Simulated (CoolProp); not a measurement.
n-octane at 327.98 K and 0.00503 MPa flows at 0.83 m/s in a round tube of 20 mm bore and 15 µm roughness, fully developed (64/Re and Nu = 3.66 if laminar; Colebrook and Gnielinski if turbulent). Each further row changes one setting.

The numbers come from the reference Helmholtz-energy equation of state, Beckmüller 2019 in CoolProp.

| case | Reynolds number | Darcy friction factor | pressure drop (Pa/m) | heat-transfer coefficient (W/(m² K)) | mass flow (kg/h) |
|---|---|---|---|---|---|
| as stated | 560 | 0.114 | 0.417 | 2.43 | 0.199 |
| velocity 1.66 m/s | 1120 | 0.0571 | 0.834 | 2.43 | 0.398 |
| diameter 40 mm | 1120 | 0.0571 | 0.104 | 1.22 | 0.796 |

Viscosity comes from a separate model (Huber 2004). Thermal conductivity comes from a separate model (Huber 2005).
